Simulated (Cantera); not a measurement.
What does this Cantera script print?

```python
import numpy as np
import cantera as ct

gas = ct.Solution("gri30.yaml")
gas.TPX = 1550, 1000000, {'CH4': 1, 'O2': 1.67, 'N2': 6.27}
reactor = ct.IdealGasReactor(gas, energy="on", clone=False)
net = ct.ReactorNet([reactor])
net.rtol, net.atol = 1e-08, 1e-16
show = ['CH4', 'O2', 'NO', 'CH2O', 'CH2', 'O']
times = np.geomspace(4e-06, 0.4, 14)

steps = ct.SolutionArray(gas, extra=["t"])
rows = []
print(f"{'t/s':>10s}{'T/K':>9s}{'P/Pa':>11s}" + "".join(f"{s:>11s}" for s in show))
for t in times:
    while net.time < t:
        t_next = net.step()
        steps.append(gas.state, t=t_next)
    rows.append([np.interp(t, steps.t, y) for y in (steps.T, steps.P, *steps(*show).X.T)])
    print(f"{t:10.3e}{rows[-1][0]:9.1f}{rows[-1][1]:11.4g}" + "".join(f"{x:11.3e}" for x in rows[-1][2:]))
rate = np.gradient(steps.T, steps.t)
print("integrator steps:", len(steps.t))
if steps.T.max() > steps.T[0] + 200:
    print(f"time of steepest temperature rise: {steps.t[rate.argmax()]:.4e} s")
gas.TPX = 1550, 1000000, {'CH4': 1, 'O2': 1.67, 'N2': 6.27}
gas.equilibrate("UV")
print(f"equilibrium (UV): T = {gas.T:.1f} K  " + "  ".join(f"{s} {gas[s].X[0]:.3e}" for s in show))
```

Result:

```
       t/s      T/K       P/Pa        CH4         O2         NO       CH2O        CH2          O
 4.000e-06   1549.9      1e+06  1.118e-01  1.868e-01  1.363e-14  2.359e-06  1.275e-11  2.248e-08
 9.698e-06   1549.9      1e+06  1.118e-01  1.868e-01  8.193e-14  2.010e-05  1.302e-10  6.591e-08
 2.351e-05   1551.0  1.001e+06  1.114e-01  1.866e-01  6.011e-13  1.563e-04  9.169e-10  1.797e-07
 5.700e-05   1560.4  1.007e+06  1.093e-01  1.853e-01  4.487e-12  8.401e-04  4.072e-09  4.299e-07
 1.382e-04   3170.3  2.181e+06  2.394e-12  6.803e-03  5.892e-03  1.861e-08  7.381e-12  3.494e-03
 3.351e-04   3160.3  2.175e+06  2.599e-12  6.147e-03  8.976e-03  1.907e-08  7.401e-12  3.228e-03
 8.124e-04   3160.3  2.175e+06  2.599e-12  6.147e-03  8.976e-03  1.907e-08  7.401e-12  3.228e-03
 1.970e-03   3160.3  2.175e+06  2.599e-12  6.147e-03  8.976e-03  1.907e-08  7.401e-12  3.228e-03
 4.775e-03   3160.3  2.175e+06  2.599e-12  6.147e-03  8.976e-03  1.907e-08  7.401e-12  3.228e-03
 1.158e-02   3160.3  2.175e+06  2.599e-12  6.147e-03  8.976e-03  1.907e-08  7.401e-12  3.228e-03
 2.807e-02   3160.3  2.175e+06  2.599e-12  6.147e-03  8.976e-03  1.907e-08  7.401e-12  3.228e-03
 6.805e-02   3160.3  2.175e+06  2.599e-12  6.147e-03  8.976e-03  1.907e-08  7.401e-12  3.228e-03
 1.650e-01   3160.3  2.175e+06  2.599e-12  6.147e-03  8.976e-03  1.907e-08  7.401e-12  3.228e-03
 4.000e-01   3160.3  2.175e+06  2.599e-12  6.147e-03  8.976e-03  1.907e-08  7.401e-12  3.228e-03
integrator steps: 1998
time of steepest temperature rise: 1.1791e-04 s
equilibrium (UV): T = 3160.3 K  CH4 3.135e-12  O2 6.147e-03  NO 8.976e-03  CH2O 1.907e-08  CH2 7.861e-12  O 3.228e-03
```

Cantera simulation using GRI-Mech 3.0 (53 species, 325 reactions); the numbers are that mechanism's predictions, not measurements. Above 3000 K some thermodynamic fits are extrapolated.
